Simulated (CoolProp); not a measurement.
Octamethyltrisiloxane (MDM) along the isobar 0.101 MPa: density (kg/m³) from the reference equation and from simpler models built on Tc = 565.4 K, pc = 1.438 MPa, ω = 0.528; each cubic takes its own stable root.

Values from CoolProp's reference Helmholtz-energy equation of state, Thol 2017.

```tsv
T (K)	phase	reference	van der Waals	Redlich-Kwong	Soave-Redlich-Kwong
403.9	liquid	701.8	7.472	7.605	640.5
419.5	liquid	682.9	7.163	7.270	622.6
435	gas	7.085	6.881	6.968	7.050
450.6	gas	6.774	6.621	6.691	6.754
466.1	gas	6.498	6.381	6.439	6.487
481.7	gas	6.246	6.158	6.206	6.241
497.2	gas	6.017	5.952	5.991	6.016
512.8	gas	5.807	5.758	5.790	5.808
528.3	gas	5.614	5.579	5.605	5.616
543.9	gas	5.434	5.409	5.431	5.436
559.4	gas	5.267	5.251	5.269	5.270
575	gas	5.111	5.101	5.115	5.113
```

At some of these states van der Waals, Redlich-Kwong gives the other phase, because its saturation line lies elsewhere.
